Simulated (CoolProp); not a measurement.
Properties of R141b along the isotherm 226.85 °C (Tc = 204.4 °C, pc = 4212 kPa, ω = 0.220).

The numbers come from the reference Helmholtz-energy equation of state, Lemmon 2006 in CoolProp. It is a short technical equation, of lower accuracy than the large ones.

| p (kPa) | phase | Z | cv (kJ/(kg K)) | speed of sound (m/s) | Joule-Thomson coefficient (K/MPa) | conductivity (mW/(m K)) | Prandtl number |
|---|---|---|---|---|---|---|---|
| 33.3 | gas | 0.9978 | 0.9256 | 195.3 | 7.956 | 29.4 | 0.527 |
| 59.2 | gas | 0.9961 | 0.9259 | 195.0 | 7.975 | 29.4 | 0.528 |
| 105 | gas | 0.9930 | 0.9264 | 194.5 | 8.008 | 29.4 | 0.528 |
| 187 | gas | 0.9875 | 0.9273 | 193.6 | 8.069 | 29.4 | 0.530 |
| 333 | gas | 0.9776 | 0.9289 | 192.0 | 8.180 | 29.5 | 0.532 |
| 592 | gas | 0.9595 | 0.9320 | 189.0 | 8.387 | 29.6 | 0.536 |
| 1050 | gas | 0.9263 | 0.9379 | 183.4 | 8.785 | 29.8 | 0.546 |
| 1870 | gas | 0.8615 | 0.9502 | 172.4 | 9.631 | 30.5 | 0.570 |
| 3330 | gas | 0.7214 | 0.9806 | 148.4 | 11.76 | 33.5 | 0.661 |
| 5920 | supercritical | 0.3228 | 1.049 | 125.7 | 8.176 | 54.7 | 2.37 |
| 10500 | supercritical | 0.3846 | 0.9936 | 276.5 | 1.249 | 58.5 | 2.05 |

Viscosity comes from a separate model (Huber 2003), an estimate that may be off by 10 % or more. Thermal conductivity comes from a separate model (Huber 2003), an estimate that may be off by 10 % or more.
